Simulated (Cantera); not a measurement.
A perfectly stirred reactor is fed with CH4 : O2 : N2 = 1 : 4.55 : 17.1 (molar parts), equivalence ratio 0.44, at 1.00 bar; it is adiabatic with a 625 K inlet, and is followed from long to short residence time, starting on the burning branch (τ in s: 0.032, 0.016, 0.0076, 0.0037, 0.0018, 0.00089, 0.00044, 0.00021, 0.0001, 5.1e-05, 2.5e-05).

Detailed kinetics in Cantera: GRI-Mech 3.0 (53 species, 325 reactions).

What does this change do: inlet temperature 625 to 500 K?


```json
[
 {"quantity": "blow-out, bracketed by the residence times tried", "before": "burning at 0.440 ms, out at 0.210 ms", "after": "burning at 0.890 ms, out at 0.440 ms"},
 {"quantity": "x(CH4) at τ = 32.0 ms", "before": "3.29e-5", "after": "5.24e-5"},
 {"quantity": "x(O2) at τ = 32.0 ms", "before": "0.113", "after": "0.113"},
 {"quantity": "x(CH3) at τ = 32.0 ms", "before": "4.85e-6", "after": "6.14e-6"},
 {"quantity": "x(HCN) at τ = 32.0 ms", "before": "1.79e-9", "after": "1.27e-9"},
 {"quantity": "x(CH2CO) at τ = 32.0 ms", "before": "5.65e-9", "after": "1.59e-8"},
 {"quantity": "x(CH4) at τ = 0.890 ms", "before": "0.000409", "after": "0.00111"},
 {"quantity": "x(O2) at τ = 0.890 ms", "before": "0.116", "after": "0.120"},
 {"quantity": "x(CH3) at τ = 0.890 ms", "before": "3.81e-5", "after": "7.09e-5"},
 {"quantity": "x(HCN) at τ = 0.890 ms", "before": "1.09e-8", "after": "8.41e-9"},
 {"quantity": "x(CH2CO) at τ = 0.890 ms", "before": "1.10e-7", "after": "7.59e-7"}
]
```
